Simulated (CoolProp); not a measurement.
Vapour-liquid equilibrium of toluene (1) + p-xylene (2) at 943 kPa; x and y are mole fractions of (1).

Values from CoolProp's multi-fluid Helmholtz-energy mixture model, Lemmon 2006 and Zhou 2012; pair parameters Bell 2016.

Problem. Give the bubble temperature and the first vapour's composition at x = 0.275, 0.425, 0.875. Is there an azeotrope?

Solution. x = 0.275: 509.4 K, y = 0.365; x = 0.425: 504.0 K, y = 0.531; x = 0.875: 489.9 K, y = 0.915. No azeotrope shows between x = 0.05 and 0.95.

Pair parameters are fitted to limited data, so mixtures are less certain than the pure fluids.
